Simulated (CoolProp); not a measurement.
Vapour-liquid equilibrium of propylene (1) + n-hexane (2) at 303.5 K; x and y are mole fractions of (1).

Model: multi-fluid Helmholtz-energy mixture model, Lemmon 2013 and Thol 2019; pair parameters Bell 2016, in CoolProp.

```tsv
x	bubble pressure, mixture model (MPa)	bubble pressure, Raoult's law (MPa)	y, mixture model	y, Raoult's law
0.05	0.1084	0.08985	0.768	0.732
0.2	0.2944	0.2835	0.919	0.929
0.35	0.4477	0.4771	0.951	0.966
0.5	0.6078	0.6707	0.968	0.981
0.65	0.7907	0.8643	0.981	0.990
0.8	1.000	1.058	0.990	0.995
0.95	1.233	1.251	0.998	0.999
```

The largest gap from Raoult's law is +20.6 % in bubble pressure, at x = 0.05. No azeotrope shows between x = 0.05 and 0.95.

The pair parameters rest on a limited set of measurements; away from them the model extrapolates. The gap from Raoult's law changes sign with composition, which may be real or a fault of the pair parameters; it wasn't checked against measurements.
